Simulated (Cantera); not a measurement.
Thermodynamics of hydrogen reduction and annealing atmospheres, feed PbS + H₂

Charge: 1 mol PbS, 12 mol H₂, held at 54.0 Pa.

Equilibrium computed with Cantera from the NASA thermochemical tables; the gas is ideal and each condensed phase is pure. Candidate condensed phases: Pb, PbS, S; 10 gas species. Equilibrium is a limit: real reactors are often held back by kinetics, nucleation or transport.

```csv
T (°C),x H₂,x Pb,x H,x PbS,x S₂,x S
1225,0.896,0.0441,0.000700,0.0314,0.0161,0.000217
1300,0.892,0.0508,0.00165,0.0244,0.0199,0.000554
1375,0.888,0.0564,0.00361,0.0184,0.0227,0.00126
1450,0.882,0.0608,0.00737,0.0135,0.0243,0.00260
1525,0.873,0.0640,0.0142,0.00981,0.0246,0.00494
1600,0.859,0.0662,0.0257,0.00698,0.0237,0.00867
1675,0.837,0.0673,0.0445,0.00487,0.0214,0.0141
```
x: gas mole fraction; nothing condenses.

From 1225 °C to 1675 °C nothing is condensed. The main Pb-bearing gas is Pb throughout.
